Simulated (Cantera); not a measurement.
A closed system holds: 1 mol SiC, 0.0028 mol Si, 0.48 mol N2, at 0.0133 bar.

These are equilibrium values from Cantera (NASA tables, ideal gas, pure condensed phases), not measurements of a reactor. Candidate condensed phases: C, Si, SiC, Si3N4; 20 gas species. Mutual solubility and eutectic melting of coexisting phases are not modelled. The tables' values for SiN are old estimates; treat these amounts as uncertain. Rates play no part.

x: gas mole fraction; n: condensed amount in mol.

```csv
T (K),x N2,x Si,x SiC2,x Si2C,n SiC(s),n Si3N4(s),n Si(l),n C(graphite)
1548,1.00,1.02e-7,1.10e-11,(withheld),1.00,0.000933,0,0
1648,1.000,2.62e-6,1.19e-10,(withheld),1.00,0.000933,0,0
1748,1.000,4.62e-5,9.77e-10,(withheld),1.00,0.000925,0,0
1848,0.999,0.000471,8.01e-9,(withheld),1.000,0,0.00253,0
1948,0.998,0.00174,1.14e-7,(withheld),1.000,0,0.00182,0
2048,0.994,0.00506,1.39e-6,(withheld),1.000,0,0,0
2148,0.994,0.00533,3.34e-5,(withheld),1.000,0,0,0
2248,0.993,0.00590,0.000568,(withheld),0.999,0,0,0
2348,0.978,0.0173,0.00282,(withheld),0.991,0,0,0.00521
2448,0.930,0.0506,0.0113,(withheld),0.964,0,0,0.0211
```

### Question
Complete the blanks.

### Answer

- 1548, x Si2C: 2.24e-10
- 1648, x Si2C: 1.15e-8
- 1748, x Si2C: 3.69e-7
- 1848, x Si2C: 6.40e-6
- 1948, x Si2C: 3.81e-5
- 2048, x Si2C: 0.000169
- 2148, x Si2C: 0.000260
- 2248, x Si2C: 0.000406
- 2348, x Si2C: 0.00163
- 2448, x Si2C: 0.00631
